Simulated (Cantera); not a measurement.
A Cantera script and its output.

```python
import numpy as np
import cantera as ct

surf = ct.Interface("diamond.yaml", "diamond_100")
gas, bulk = surf.adjacent["gas"], surf.adjacent["diamond"]
k = surf.kinetics_species_index(bulk.species_names[0])
cover = ["c6HH", "c6H*", "c6*H", "c6**", "c6HM", "c6B"]

rows, drift = [], 0.0
print(f"{'T':>10s}{'um/h':>11s}" + "".join(f"{s:>11s}" for s in cover))
for v in [950, 1000, 1050, 1100, 1150, 1200, 1250, 1300, 1350, 1400]:
    T, P, xH, xCH3 = v, 25000, 0.0017, 0.00013
    gas.TPX = T, P, {"H": xH, "CH3": xCH3, "CH4": 0.0023, "H2": 1 - xH - xCH3 - 0.0023}
    surf.TP = bulk.TP = T, P
    surf.coverages = "c6H*:0.1, c6HH:0.9"
    surf.advance_coverages(100.0)
    before = surf.coverages
    surf.advance_coverages(100.0)
    drift = max(drift, np.max(np.abs(surf.coverages - before) / (surf.coverages + 1e-9)))
    rate = surf.net_production_rates[k] * bulk.mean_molecular_weight / bulk.density * 3.6e9
    rows.append([rate, *surf[cover].coverages])
    print(f"{v:10.4g}{rate:11.4e}" + "".join(f"{x:11.3e}" for x in rows[-1][1:]))
```

Output:

```
         T       um/h       c6HH       c6H*       c6*H       c6**       c6HM        c6B
       950 1.2408e+01  6.051e-01  1.329e-02  3.137e-01  6.022e-03  4.745e-02  3.367e-08
      1000 1.5642e+01  5.683e-01  1.736e-02  3.537e-01  8.724e-03  3.788e-02  4.245e-08
      1050 1.8471e+01  5.333e-01  2.188e-02  3.901e-01  1.205e-02  2.949e-02  5.012e-08
      1100 1.9689e+01  5.015e-01  2.679e-02  4.231e-01  1.596e-02  2.139e-02  5.343e-08
      1150 1.7936e+01  4.734e-01  3.200e-02  4.524e-01  2.036e-02  1.349e-02  4.867e-08
      1200 1.3734e+01  4.482e-01  3.736e-02  4.770e-01  2.505e-02  7.056e-03  3.727e-08
      1250 9.6313e+00  4.255e-01  4.264e-02  4.959e-01  2.974e-02  3.151e-03  2.614e-08
      1300 7.1340e+00  4.056e-01  4.774e-02  5.092e-01  3.420e-02  1.295e-03  1.936e-08
      1350 5.9956e+00  3.892e-01  5.261e-02  5.180e-01  3.827e-02  5.184e-04  1.627e-08
      1400 5.3995e+00  3.764e-01  5.725e-02  5.232e-01  4.184e-02  2.072e-04  1.465e-08
```

Computed with Cantera and the Harris–Goodwin 1993 mechanism for the reconstructed diamond (100) surface.
